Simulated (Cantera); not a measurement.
Input (Python, Cantera) and output of one run.

```python
import numpy as np
import cantera as ct

gas_names = """
    H H2 H2S Pb PbS Pb2 S SH S2 S8
""".split()
cond_names = """
    Pb(cr) Pb(L) PbS(s) PbS(L) S(cr1) S(cr2) S(L)
""".split()


# ... load() reads the species with a 1 bar reference pressure and builds the phases ...
atoms = {
    'PbS': {'Pb': 1, 'S': 1},
    'H2': {'H': 2},
}
top_T = {}  # K; cautious upper limits of use, not melting points


# ... equilibrate(T, P, feed) seeds the gas with the atoms and calls Mixture.equilibrate('TP', solver="vcs", rtol=1e-11, max_steps=5000) ...
results = []
T = 2048  # K
P = 3600  # Pa
for m in [33, 46, 65, 92, 130, 180, 260, 370, 520, 730]:
    feed = {'PbS': 1, 'H2': m}  # mol
    mix = equilibrate(T, P, feed)
    results.append((T, P, feed, dict(zip(mix.species_names, mix.species_moles))))

top = {s: max(r[3][s] / sum(r[3][g] for g in gas_names) for r in results) for s in gas_names}
cols = sorted((s for s in top if top[s] > 1e-05), key=lambda s: -top[s])[:8]
seen = [c for c in cond_names if any(r[3].get(c, 0) > 1e-12 for r in results)]
print("log10 of partial pressures in bar; condensed amounts in mol")
print(f"{'n(H2)':>10s}" + "".join(f"{s[:9]:>10s}" for s in cols + seen))
for T, P, feed, n in results:
    ng = sum(n[g] for g in gas_names)
    print(f"{feed['H2']:10.4g}" + "".join(f"{np.log10(max(n[s] / ng * P / 1e5, 1e-99)):10.3f}" for s in cols)
          + "".join(f"{n.get(c, 0):10.4g}" for c in seen))
```

It prints:

```
log10 of partial pressures in bar; condensed amounts in mol
     n(H2)        H2        Pb         H       H2S        SH        S2       PbS         S
        33    -1.470    -3.059    -3.385    -3.619    -3.700    -3.729    -3.769    -4.229
        46    -1.465    -3.185    -3.382    -3.705    -3.789    -3.912    -3.986    -4.320
        65    -1.460    -3.319    -3.380    -3.801    -3.888    -4.114    -4.221    -4.421
        92    -1.457    -3.457    -3.379    -3.906    -3.993    -4.328    -4.466    -4.528
       130    -1.455    -3.596    -3.377    -4.016    -4.105    -4.554    -4.719    -4.641
       180    -1.453    -3.729    -3.377    -4.127    -4.216    -4.778    -4.963    -4.753
       260    -1.452    -3.882    -3.376    -4.258    -4.348    -5.043    -5.248    -4.885
       370    -1.451    -4.030    -3.375    -4.389    -4.480    -5.307    -5.528    -5.018
       520    -1.450    -4.173    -3.375    -4.520    -4.612    -5.571    -5.804    -5.150
       730    -1.450    -4.318    -3.375    -4.655    -4.747    -5.842    -6.084    -5.285
```

These are equilibrium values from Cantera (NASA tables, ideal gas, pure condensed phases), not measurements of a reactor.
